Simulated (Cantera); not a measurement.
An isothermal, constant-pressure homogeneous reactor starts with 0.530 % H₂, 71.6 % O₂, 27.9 % N₂, equivalence ratio 0.0037, at 1375 K and 18.0 Torr.

Model: GRI-Mech 3.0 (53 species, 325 reactions), integrated in Cantera. Radical loss at walls, strong at low pressure, is not modelled.

x: mole fraction; the columns are a selection and need not sum to one.

| t (s) | x H₂ | x O₂ | x H | x H₂O | x NO |
|---|---|---|---|---|---|
| 7.00e-6 | 0.00530 | 0.716 | 6.40e-10 | 1.32e-12 | <1e-12 |
| 1.94e-5 | 0.00530 | 0.716 | 1.30e-9 | 2.37e-11 | <1e-12 |
| 5.38e-5 | 0.00530 | 0.716 | 1.99e-9 | 3.46e-10 | <1e-12 |
| 0.000149 | 0.00530 | 0.716 | 3.03e-9 | 3.98e-9 | <1e-12 |
| 0.000413 | 0.00530 | 0.716 | 7.69e-9 | 4.51e-8 | <1e-12 |
| 0.00115 | 0.00529 | 0.716 | ___ | ___ | <1e-12 |
| 0.00318 | 0.00479 | 0.715 | 2.32e-5 | 0.000358 | 1.85e-12 |
| 0.00881 | 1.74e-5 | 0.711 | 0.000117 | 0.00488 | 1.10e-9 |
| 0.0244 | 1.45e-5 | 0.711 | 0.000104 | 0.00491 | 5.21e-9 |
| 0.0677 | 1.22e-5 | 0.711 | 7.97e-5 | 0.00495 | 1.77e-8 |
| 0.188 | 8.05e-6 | 0.713 | 4.21e-5 | 0.00503 | 4.40e-8 |
| 0.520 | 3.46e-6 | 0.714 | 1.17e-5 | 0.00514 | 7.93e-8 |
| 1.44 | ___ | 0.715 | ___ | 0.00523 | ___ |
| 4.00 | 1.90e-7 | 0.715 | 1.47e-7 | 0.00527 | 1.29e-7 |

What belongs in the gaps?


- 0.00115, x H: 7.11e-8
- 0.00115, x H₂O: 9.52e-7
- 1.44, x H₂: 9.26e-7
- 1.44, x H: 1.59e-6
- 1.44, x NO: 1.10e-7
